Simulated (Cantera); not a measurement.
A freely propagating, adiabatic, planar premixed flame of H₂ : O₂ : N₂ = 1 : 0.312 : 1.17 (molar parts), unburnt at 400 K and 3.06 atm; mixture-averaged transport, grid criteria slope 0.08 and curve 0.16, no radiation.

Cantera simulation using the H2/O2 subset of GRI-Mech 3.0, which has no nitrogen chemistry; the numbers are that mechanism's predictions, not measurements. The hydrogen kinetics of GRI-Mech 3.0 are dated; newer H2 mechanisms differ, most at raised pressure. Burning velocities carry a grid error of a few per cent, more on coarse grids.

x: mole fraction of selected species; z is measured from the peak of heat release.

```csv
z (mm),T (K),u (m/s),x H₂,x O₂,x H,x HO₂,x OH,x O
-0.256,400,4.87,0.403,0.126,<1e-8,<1e-8,<1e-8,<1e-8
-0.171,400,4.87,0.403,0.126,<1e-8,<1e-8,<1e-8,<1e-8
-0.128,400,4.87,0.403,0.126,<1e-8,[?],<1e-8,<1e-8
-0.0855,401,4.88,0.402,0.126,<1e-8,5.39e-7,<1e-8,2.20e-8
-0.0427,438,5.27,0.393,0.127,1.11e-5,0.000262,2.54e-5,4.14e-6
-0.0214,750,8.69,0.353,0.121,0.00326,0.000667,0.00117,0.000218
0,1203,13.5,0.278,0.0909,0.0221,0.000260,0.00210,0.00195
0.0214,1525,17.0,0.202,0.0451,0.0459,0.000112,0.00460,0.00389
0.0427,1698,18.8,0.162,0.0172,0.0566,4.06e-5,0.00633,0.00348
0.0855,1851,20.3,0.147,0.00333,0.0538,7.63e-6,0.00736,0.00226
0.171,1981,21.6,0.151,0.00116,0.0410,2.77e-6,0.00705,0.00142
0.342,2092,22.6,0.157,0.000591,0.0282,1.44e-6,0.00582,0.000752
0.684,2178,23.4,0.162,[?],[?],[?],[?],[?]
```

Problem. Some entries are withheld; supply them.

Solution. 
- -0.128, x HO₂: 1.15e-8
- 0.684, x O₂: 0.000257
- 0.684, x H: 0.0180
- 0.684, x HO₂: 6.58e-7
- 0.684, x OH: 0.00421
- 0.684, x O: 0.000330
